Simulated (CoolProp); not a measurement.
Properties of trans-2-butene along the isobar 16.4 MPa.

Model: reference Helmholtz-energy equation of state, Lemmon 2005, in CoolProp. It is a short technical equation, of lower accuracy than the large ones.

| T (°C) | phase | Z | cp (kJ/(kg K)) | speed of sound (m/s) | isothermal compressibility (1/MPa) |
|---|---|---|---|---|---|
| -49.35 | liquid | 0.7141 | 2.033 | 1433 | 0.0009957 |
| -27.55 | liquid | 0.6706 | ? | 1324 | 0.001196 |
| -5.85 | liquid | 0.6357 | 2.145 | 1220 | 0.001445 |
| 15.95 | liquid | 0.6074 | 2.215 | 1120 | 0.001763 |
| 37.75 | liquid | 0.5848 | 2.293 | 1024 | 0.002174 |
| 59.45 | liquid | 0.5674 | ? | 932.6 | 0.002713 |
| 81.25 | liquid | 0.5544 | 2.470 | 844.5 | 0.003439 |
| 102.95 | liquid | 0.5458 | 2.568 | 760.7 | 0.004431 |
| 124.75 | liquid | 0.5417 | 2.672 | 680.6 | 0.005825 |
| 146.55 | liquid | 0.5424 | 2.782 | 605.3 | 0.007809 |
| 168.25 | supercritical | 0.5485 | 2.895 | ? | 0.01064 |
| 190.05 | supercritical | 0.5606 | 3.010 | 473.7 | 0.01470 |
| 211.75 | supercritical | 0.5796 | 3.115 | 420.7 | 0.02023 |

What belongs in the gaps?


- -27.55, cp (kJ/(kg K)): 2.085
- 59.45, cp (kJ/(kg K)): 2.378
- 168.25, speed of sound (m/s): 536.0
